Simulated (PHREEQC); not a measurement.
# Alkaline etch or developer: speciation

Dissolve 0.71 mol NH3 and 0.11 mol NaHF2 per kg of water at 40 °C. Closed to the air; pH follows from the charge balance.

Model: ion-association model, phreeqc.dat, run in PHREEQC.

Precipitation was switched off in this run.

Question: Estimate the pH, density.

Answer: pH 9.74; density 0.994 g/cm³.

Question: In which forms is F present?

Answer: F- 97 %, NaF 2.8 % of the F.

Complexes and solids missing from the database can't appear. At this temperature some constants are extrapolated from 25 °C, and those without enthalpy data are left unchanged.
